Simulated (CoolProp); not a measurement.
The fluid at 385.55 K and 0.563 MPa (stagnation) flows isentropically through a choked orifice. The same conditions are run with several fluids, on thermodynamics alone (safety and materials aside).

Computed with CoolProp (reference Helmholtz-energy equation of state of each fluid (R21: Platzer 1990; fluoroethane (R161): Wu 2012; methane: Setzmann 1991; c-C4F8 (RC318): Platzer 1990; nitrogen: Span 2000)). The equations of Platzer and Polt are older, rougher fits.

```csv
fluid,throat to inlet pressure ratio,mass flux (kg/(m² s)),throat temperature (K)
R21,0.581,2080,358.8
fluoroethane (R161),0.580,1400,360.5
methane,0.548,837,338.3
c-C4F8 (RC318),0.604,2800,375.5
nitrogen,0.528,1140,321.2
```
